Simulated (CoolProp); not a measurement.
A simple Rankine cycle with 1,2-dichloroethane: condensing at 290.15 K, boiler at 1.06 MPa, turbine inlet 495.3 K, turbine efficiency 0.7, pump efficiency 0.7, no recuperator. Each further row changes one setting.

Values from CoolProp's reference Helmholtz-energy equation of state, Thol 2015.

```json
[
 {"case": "as stated", "thermal efficiency (%)": "20.9", "net work (kJ/kg)": "111", "heat in (kJ/kg)": "531", "turbine exit temperature (K)": "362.0", "volume ratio over the turbine": "124"},
 {"case": "condensing temperature 282.15 K", "thermal efficiency (%)": "21.9", "net work (kJ/kg)": "118", "heat in (kJ/kg)": "541", "turbine exit temperature (K)": "353.5", "volume ratio over the turbine": "184"},
 {"case": "boiler pressure 0.742 MPa", "thermal efficiency (%)": "19.9", "net work (kJ/kg)": "107", "heat in (kJ/kg)": "536", "turbine exit temperature (K)": "373.0", "volume ratio over the turbine": "85.5"},
 {"case": "turbine efficiency 0.6", "thermal efficiency (%)": "17.9", "net work (kJ/kg)": "94.8", "heat in (kJ/kg)": "531", "turbine exit temperature (K)": "379.8", "volume ratio over the turbine": "130"}
]
```
